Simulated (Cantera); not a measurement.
An isothermal, constant-pressure homogeneous reactor starts with H₂ : O₂ : N₂ = 0.2 : 1 : 0.48 (molar parts), equivalence ratio 0.10, at 1075 K and 0.750 Torr.

Model: GRI-Mech 3.0 (53 species, 325 reactions), integrated in Cantera. Radical loss at walls, strong at low pressure, is not modelled. The temperature is held fixed by assumption; the heat of reaction is taken as removed at once.

x: mole fraction; the columns are a selection and need not sum to one.

```tsv
t (s)	x H₂	x O₂	x H₂O	x NO	x HO₂	x H	x O
1.00e-5	0.119	0.595	<1e-12	<1e-12	3.47e-12	3.46e-12	<1e-12
6.13e-5	0.119	0.595	<1e-12	<1e-12	2.13e-11	2.09e-11	<1e-12
0.000376	0.119	0.595	3.11e-12	<1e-12	1.31e-10	1.21e-10	1.24e-11
0.00231	0.119	0.595	4.08e-10	<1e-12	8.01e-10	8.37e-10	3.72e-10
0.0141	0.119	0.595	2.83e-7	<1e-12	5.03e-9	1.73e-7	1.15e-7
0.0867	0.00440	0.527	0.0906	___	4.64e-7	0.0446	0.0436
0.532	0.00374	0.533	0.0974	___	4.76e-7	0.0352	0.0376
3.26	0.00160	0.557	0.118	7.19e-7	4.81e-7	0.00833	0.0139
20.0	6.15e-5	0.569	0.126	___	1.60e-7	5.90e-5	0.000512
```

**Question.** What belongs in the gaps?

**Answer.** 
- 0.0867, x NO: 2.20e-8
- 0.532, x NO: 2.58e-7
- 20.0, x NO: 7.80e-7
